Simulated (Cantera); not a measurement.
Input: 1 mol KOH, 0.43 mol C, 0.4 mol H₂O, at 973 K.

Equilibrium computed with Cantera from the NASA thermochemical tables; the gas is ideal and each condensed phase is pure. Candidate condensed phases: C, C₆H₆, C₇H₈, C₈H₁₈, H₂O, K, KOH, KO₂, K₂CO₃, K₂O, K₂O₂; 116 gas species. Kinetics and transport are ignored.

What share of the K ends up in condensed phases as a function of P (Pa), at 10, 36, 130, 460, 1700, 6000, 22000, 77000, 280000, 1000000?


```tsv
P (Pa)	K condensed (%)	as
10	67.3	K₂CO₃(s)
36	82.6	K₂CO₃(s)
130	85.8	K₂CO₃(s)
460	86.0	K₂CO₃(s)
1700	88.7	KOH(l) + K₂CO₃(s)
6000	94.9	KOH(l) + K₂CO₃(s)
22000	96.5	KOH(l) + K₂CO₃(s)
77000	97.0	KOH(l) + K₂CO₃(s)
280000	99.1	KOH(l) + K₂CO₃(s)
1000000	100.0	KOH(l) + K₂CO₃(s)
```
